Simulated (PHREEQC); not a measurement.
Dissolve 0.057 mol/kgw NaHS at 20 °C. Closed to the air; pH follows from the charge balance.

All values are PHREEQC results (ion-association model, wateq4f.dat), not measurements.

Each row changes one thing in this solution. Precipitation was switched off in this run.

```tsv
case	pH	ionic strength (mol/kgw)	H2S (mol/kgw)
as made	9.72	0.0570	8.89e-5
diluted 10-fold with water	9.41	___	2.07e-5
NaHS from 0.057 to 0.285 mol/kgw	9.71	0.285	0.000365
temperature from 20 to 15 °C	9.84	0.0570	7.99e-5
NaHS from 0.057 to 0.0855 mol/kgw	___	___	0.000123
temperature from 20 to 85 °C	8.64	0.0572	0.000342
0.005 mol/kgw KCl added	9.71	___	8.90e-5
```

**Question.** Some entries are withheld; supply them.

**Answer.** 
- diluted 10-fold with water, ionic strength (mol/kgw): 0.00570
- NaHS from 0.057 to 0.0855 mol/kgw, pH: 9.73
- NaHS from 0.057 to 0.0855 mol/kgw, ionic strength (mol/kgw): 0.0856
- 0.005 mol/kgw KCl added, ionic strength (mol/kgw): 0.0621

Away from 25 °C the constants follow the database's enthalpies or fits; those with neither stay at their 25 °C values. The polysulfide entries of wateq4f.dat were taken out for this run.
